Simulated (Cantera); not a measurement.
Input (Python, Cantera) and output of one run.

```python
import numpy as np
import cantera as ct

gas_names = """
    N NO NO2 NO3 N2 N2O O O2 O3 Pb PbO Pb2
""".split()
cond_names = """
    Pb(cr) Pb(L) PbO(rd) PbO(yw) PbO(L) PbO2(s) Pb3O4(s)
""".split()


# ... load() reads the species with a 1 bar reference pressure and builds the phases ...
atoms = {
    'PbO': {'Pb': 1, 'O': 1},
    'O2': {'O': 2},
    'N2': {'N': 2},
}
top_T = {'Pb3O4(s)': 820}  # K; cautious upper limits of use, not melting points


# ... equilibrate(T, P, feed) seeds the gas with the atoms and calls Mixture.equilibrate('TP', solver="vcs", rtol=1e-11, max_steps=5000) ...
results = []
feed = {'PbO': 1, 'O2': 0.56, 'N2': 0.16}  # mol
P = 23000  # Pa
for T in [925, 1025, 1125, 1225, 1325, 1425, 1525]:
    mix = equilibrate(T, P, feed)
    results.append((T, P, feed, dict(zip(mix.species_names, mix.species_moles))))
    x = sorted(zip(gas.X, gas.species_names), reverse=True)
    print(f"T = {T:g} K  P = {P:g} Pa  gas = {mix.phase_moles(0):.4g} mol")
    print("   x: " + "  ".join(f"{s} {v:.3e}" for v, s in x if v > 0.001))
    print("   condensed (mol): " + ("  ".join(f"{mix.phase(i).name} {mix.phase_moles(i):.4g}"
          for i in range(1, mix.n_phases) if mix.phase_moles(i) > 1e-12) or "none"))
```

Result:

```
T = 925 K  P = 23000 Pa  gas = 0.72 mol
   x: O2 7.778e-01  N2 2.222e-01
   condensed (mol): PbO(yw) 1
T = 1025 K  P = 23000 Pa  gas = 0.72 mol
   x: O2 7.778e-01  N2 2.222e-01
   condensed (mol): PbO(yw) 1
T = 1125 K  P = 23000 Pa  gas = 0.72 mol
   x: O2 7.777e-01  N2 2.222e-01
   condensed (mol): PbO(yw) 1
T = 1225 K  P = 23000 Pa  gas = 0.7204 mol
   x: O2 7.773e-01  N2 2.220e-01
   condensed (mol): PbO(L) 0.9996
T = 1325 K  P = 23000 Pa  gas = 0.7222 mol
   x: O2 7.752e-01  N2 2.213e-01  PbO 3.001e-03
   condensed (mol): PbO(L) 0.9978
T = 1425 K  P = 23000 Pa  gas = 0.7303 mol
   x: O2 7.664e-01  N2 2.187e-01  PbO 1.398e-02
   condensed (mol): PbO(L) 0.9897
T = 1525 K  P = 23000 Pa  gas = 0.7607 mol
   x: O2 7.358e-01  N2 2.096e-01  PbO 5.245e-02  NO 1.332e-03
   condensed (mol): PbO(L) 0.9595
```

Method: chemical equilibrium by Gibbs-energy minimisation in Cantera with the NASA 1993 tables (ideal gas, pure condensed phases). Gases not in the tables: (PbO)n polymers.
